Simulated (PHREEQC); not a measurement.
# Acid mine or pickling water: an equilibrium model

A made-up water analysis in mg/L, 20 °C, pH 3.75, pe 8.8: Na 7.56; K 1.12; Ca 244; Mg 13.7; Cl 44.4; S(6) as SO4 961; Mn(2) 3.01; Fe(3) 1.35; Al 82.4; Zn 2.36; Si as SiO2 4.26.

Valence states are taken as typed.

All values are PHREEQC results (ion-association model, phreeqc.dat), not measurements.

| Quantity | Result |
|---|---|
| ionic strength | 0.0270 mol/kgw |
| total alkalinity | -0.269 meq/kg |
| charge-balance error | 7.2 % |

```json
[
 {"species": "SO4-2", "molality": "0.00577", "activity": "0.00315", "log γ": "-0.263"},
 {"species": "Ca+2", "molality": "0.00470", "activity": "0.00260", "log γ": "-0.257"},
 {"species": "AlSO4+", "molality": "0.00219", "activity": "0.00188", "log γ": "-0.067"},
 {"species": "CaSO4", "molality": "0.00139", "activity": "0.00140", "log γ": "0.003"},
 {"species": "Cl-", "molality": "0.00125", "activity": "0.00107", "log γ": "-0.069"},
 {"species": "Al+3", "molality": "0.000642", "activity": "0.000201", "log γ": "-0.504"},
 {"species": "Mg+2", "molality": "0.000415", "activity": "0.000233", "log γ": "-0.251"},
 {"species": "Na+", "molality": "0.000324", "activity": "0.000279", "log γ": "-0.066"},
 {"species": "Al(SO4)2-", "molality": "0.000213", "activity": "0.000182", "log γ": "-0.067"},
 {"species": "H+", "molality": "0.000202", "activity": "0.000178", "log γ": "-0.056"},
 {"species": "MgSO4", "molality": "0.000150", "activity": "0.000151", "log γ": "0.003"},
 {"species": "H4SiO4", "molality": "7.10e-5", "activity": "7.14e-5", "log γ": "0.003"},
 {"species": "HSO4-", "molality": "5.71e-5", "activity": "4.89e-5", "log γ": "-0.067"}
]
```

Precipitation was switched off in this run. The solution is supersaturated, for example in Jarosite-K, Hematite (slow to form), so a real one may precipitate; this is no full list. Species that the database lacks are ignored.
